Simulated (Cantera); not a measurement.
Cantera run:

```python
import numpy as np
import cantera as ct

gas_names = """
    CL CLO CL2 H HCL HNO HNO2 HNO3 HOCL HO2 H2 H2O H2O2 N NH NH2 NH3 NH2OH NO NO2 NO3 N2 N2H2 N2H4 N2O O
    OH O2 O3 Si SiCL SiCL2 SiCL3 SiCL4 SiH SiHCL3 SiH2 SiH2CL2 SiH3 SiH3CL SiH4 SiN SiO SiO2 Si2 Si2N
    Si3
""".split()
cond_names = """
    H2O(s) H2O(L) NH4CL(a) NH4CL(b) Si(cr) Si(L) SiO2(Lqz) SiO2(hqz) SiO2(L) Si2N2O(s) Si3N4(a)
""".split()


def load(file, names, dense=False):
    # The tables refer to 1 bar. Condensed volumes are neglected.
    table = {s.name: s for s in ct.Species.list_from_file(file)}
    out = []
    for n in names:
        d = dict(table[n].input_data)
        d["thermo"] = dict(d["thermo"], **{"reference-pressure": 1e5})
        if dense:
            d["equation-of-state"] = {"model": "constant-volume", "density": "1e6 g/cm^3"}
        out.append(ct.Species.from_dict(d))
    return out


gas = ct.Solution(thermo="ideal-gas", species=load("nasa_gas.yaml", gas_names))
cond = {s.name: ct.Solution(thermo="fixed-stoichiometry", species=[s], name=s.name)
        for s in load("nasa_condensed.yaml", cond_names, dense=True)}
atoms = {
    'SiHCl3': {'Si': 1, 'H': 1, 'CL': 3},
    'NH3': {'N': 1, 'H': 3},
    'N2': {'N': 2},
    'O2': {'O': 2},
}
top_T = {'Si2N2O(s)': 2100, 'Si3N4(a)': 2400}  # K; cautious upper limits of use, not melting points


def equilibrate(T, P, feed):
    n = {}
    for name, mol in feed.items():
        for a, k in atoms[name].items():
            n[a] = n.get(a, 0.0) + k * mol
    gas.TPX = T, P, n
    mass = sum(n.values()) * gas.mean_molecular_weight
    gas.equilibrate("TP")
    valid = [c for c in cond.values() if c.min_temp <= T <= top_T.get(c.name, c.max_temp)]
    mix = ct.Mixture([(gas, mass / gas.mean_molecular_weight)] + [(c, 0.0) for c in valid])
    mix.T, mix.P = T, P
    mix.equilibrate("TP", solver="vcs", rtol=1e-11, max_steps=5000)
    return mix


results = []
feed = {'SiHCl3': 1, 'NH3': 4.5, 'N2': 6.2, 'O2': 0.37}  # mol
P = 133.322  # Pa
for T in [800, 850, 900, 950, 1000, 1050, 1100, 1150, 1200, 1250, 1300, 1350, 1400]:
    mix = equilibrate(T, P, feed)
    results.append((T, P, feed, dict(zip(mix.species_names, mix.species_moles))))

top = {s: max(r[3][s] / sum(r[3][g] for g in gas_names) for r in results) for s in gas_names}
cols = sorted((s for s in top if top[s] > 0.001), key=lambda s: -top[s])[:7]
seen = [c for c in cond_names if any(r[3].get(c, 0) > 1e-12 for r in results)]
print("log10 of partial pressures in bar; condensed amounts in mol")
print(f"{'T/K':>10s}" + "".join(f"{s[:9]:>10s}" for s in cols + seen))
for T, P, feed, n in results:
    ng = sum(n[g] for g in gas_names)
    print(f"{T:10.4g}" + "".join(f"{np.log10(max(n[s] / ng * P / 1e5, 1e-99)):10.3f}" for s in cols)
          + "".join(f"{n.get(c, 0):10.4g}" for c in seen))
```

Result:

```
log10 of partial pressures in bar; condensed amounts in mol
       T/K        N2        H2       HCL       SiO SiO2(Lqz) SiO2(hqz) Si2N2O(s)
       800    -3.195    -3.340    -3.623   -20.088      0.16         0      0.42
       850    -3.195    -3.340    -3.623   -18.118         0      0.16      0.42
       900    -3.195    -3.340    -3.623   -16.370         0      0.16      0.42
       950    -3.195    -3.340    -3.623   -14.808         0      0.16      0.42
      1000    -3.195    -3.340    -3.623   -13.405         0      0.16      0.42
      1050    -3.195    -3.340    -3.623   -12.137         0    0.1599      0.42
      1100    -3.195    -3.340    -3.623   -10.987         0    0.1599      0.42
      1150    -3.195    -3.340    -3.623    -9.938         0    0.1599      0.42
      1200    -3.195    -3.340    -3.623    -8.978         0    0.1599      0.42
      1250    -3.195    -3.340    -3.623    -8.096         0    0.1599      0.42
      1300    -3.195    -3.340    -3.623    -7.284         0    0.1597    0.4197
      1350    -3.195    -3.340    -3.623    -6.533         0    0.1588    0.4184
      1400    -3.195    -3.341    -3.624    -5.837         0    0.1543    0.4127
```

Equilibrium computed with Cantera from the NASA thermochemical tables; the gas is ideal and each condensed phase is pure. Mutual solubility and eutectic melting of coexisting phases are not modelled. The tables hold silica as quartz up to 1696 K and as liquid above; real silica turns to tridymite and cristobalite and melts near 1996 K.
